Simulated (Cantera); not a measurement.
Input: 1 mol SiO2, 0.7 mol CO, equilibrated at 1302 °C and 10000 Pa.

Equilibrium computed with Cantera from the NASA thermochemical tables; the gas is ideal and each condensed phase is pure. Candidate condensed phases: C, Si, SiC, SiO2; 20 gas species. The tables hold silica as quartz up to 1696 K and as liquid above; real silica turns to tridymite and cristobalite and melts near 1996 K. Equilibrium is a limit: real reactors are often held back by kinetics, nucleation or transport.

Base state: CO 1.000, CO2 0.000216, SiO 0.000216 (mole fractions); condensed: SiO2(β-quartz).

### Question
What changes in the equilibrium state with this change: SiO2 replaced by CuO?

### Answer
```json
[
 {"species": "CO2", "before": "0.000216", "after": "0.996"},
 {"species": "O2", "before": "<1e-9", "after": "0.00290"},
 {"species": "CO", "before": "1.000", "after": "0.000835"},
 {"species": "SiO", "before": "0.000216", "after": "0"},
 {"species": "Cu", "before": "0", "after": "0.000273"},
 {"species": "SiO2(β-quartz), mol", "before": "1.000", "after": "0"},
 {"species": "Cu(l), mol", "before": "0", "after": "0.407"},
 {"species": "Cu2O(l), mol", "before": "0", "after": "0.297"}
]
```
Each liquid is taken as pure. Mutual solubility and eutectic melting of coexisting phases are not modelled. Further candidate phases: Cu, CuO, Cu2O.

### Question
What changes in the equilibrium state with this change: 0.00097 mol O2 added?

### Answer
```csv
species,before,after
CO,1.000,0.997
CO2,0.000216,0.00279
SiO,0.000216,1.66e-5
"SiO2(β-quartz), mol",1.000,1.000
```
